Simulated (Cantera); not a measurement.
A closed system holds: 1 mol B₂H₆, a varied amount of O₂, 12 mol H₂, equilibrated at 727 °C and 0.140 bar.

Method: chemical equilibrium by Gibbs-energy minimisation in Cantera with the NASA 1993 tables (ideal gas, pure condensed phases). Candidate condensed phases: B, B₂O₃, B₃O₃H₃, H₂O; 23 gas species. The feed counts by its element totals alone. Gases not in the tables: H₃BO₃. Kinetics and transport are ignored.

### Question
Which condensed phases are stable at each of these points (n(O₂) (mol)): 0.47, 0.64, 0.86, 1.2, 1.6, 2.1, 2.9?

### Answer
```json
[
 {"n(O₂) (mol)": "0.47", "condensed phases": "B(s) + B₂O₃(l)", "B condensed (%)": "94.9"},
 {"n(O₂) (mol)": "0.64", "condensed phases": "B(s) + B₂O₃(l)", "B condensed (%)": "94.9"},
 {"n(O₂) (mol)": "0.86", "condensed phases": "B(s) + B₂O₃(l)", "B condensed (%)": "94.9"},
 {"n(O₂) (mol)": "1.2", "condensed phases": "B(s) + B₂O₃(l)", "B condensed (%)": "94.9"},
 {"n(O₂) (mol)": "1.6", "condensed phases": "B₂O₃(l)", "B condensed (%)": "100.0"},
 {"n(O₂) (mol)": "2.1", "condensed phases": "B₂O₃(l)", "B condensed (%)": "99.5"},
 {"n(O₂) (mol)": "2.9", "condensed phases": "B₂O₃(l)", "B condensed (%)": "98.1"}
]
```

From 0.47 mol O₂ to 1.2 mol O₂ the condensed part is B(s) + B₂O₃(l). From 1.6 mol O₂ to 2.9 mol O₂ the condensed part is B₂O₃(l).
